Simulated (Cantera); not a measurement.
An isothermal, constant-pressure homogeneous reactor starts with N₂O : H₂O = 1 : 0.095 (molar parts), at 1600 K and 31000 Pa. Integrator tolerance rtol = 1e-08.

Cantera simulation using GRI-Mech 3.0 (53 species, 325 reactions); the numbers are that mechanism's predictions, not measurements. GRI-Mech 3.0 was tuned for natural gas; its chemistry of N2O as a main component is partial and can be far from experiment. The temperature is held fixed by assumption; the heat of reaction is taken as removed at once.

Question: What does this change do: pressure from 31000 Pa to 20000 Pa?

Answer: 
| quantity | before | after |
|---|---|---|
| x(N₂O) at 3.00 s | 4.18e-6 (gas-phase equilibrium 6.26e-8) | 4.21e-6 (gas-phase equilibrium 5.03e-8) |
| x(H₂O) at 3.00 s | 0.0595 (gas-phase equilibrium 0.0595) | 0.0595 (gas-phase equilibrium 0.0594) |
| x(H) at 3.00 s | 1.18e-7 (gas-phase equilibrium 1.11e-7) | 1.64e-7 (gas-phase equilibrium 1.54e-7) |
| x(H₂O₂) at 3.00 s | 5.93e-9 (gas-phase equilibrium 6.63e-9) | 4.75e-9 (gas-phase equilibrium 5.32e-9) |
| x(NO) at 3.00 s | 0.128 (gas-phase equilibrium 0.00211) | 0.131 (gas-phase equilibrium 0.00211) |
| x(H₂) at 3.00 s | 1.43e-6 (gas-phase equilibrium 1.28e-6) | 1.79e-6 (gas-phase equilibrium 1.59e-6) |
| x(OH) at 3.00 s | 0.000192 (gas-phase equilibrium 0.000203) | 0.000214 (gas-phase equilibrium 0.000226) |

Question: What does this change do: N2O 1 to 0.25 parts?

Answer: 
```tsv
quantity	before	after
x(N₂O) at 3.00 s	4.18e-6 (gas-phase equilibrium 6.26e-8)	1.26e-6 (gas-phase equilibrium 4.89e-8)
x(H₂O) at 3.00 s	0.0595 (gas-phase equilibrium 0.0595)	0.202 (gas-phase equilibrium 0.202)
x(H) at 3.00 s	1.18e-7 (gas-phase equilibrium 1.11e-7)	2.23e-7 (gas-phase equilibrium 2.13e-7)
x(H₂O₂) at 3.00 s	5.93e-9 (gas-phase equilibrium 6.63e-9)	1.90e-8 (gas-phase equilibrium 2.07e-8)
x(NO) at 3.00 s	0.128 (gas-phase equilibrium 0.00211)	0.0855 (gas-phase equilibrium 0.00179)
x(H₂) at 3.00 s	1.43e-6 (gas-phase equilibrium 1.28e-6)	5.14e-6 (gas-phase equilibrium 4.71e-6)
x(OH) at 3.00 s	0.000192 (gas-phase equilibrium 0.000203)	0.000343 (gas-phase equilibrium 0.000358)
```
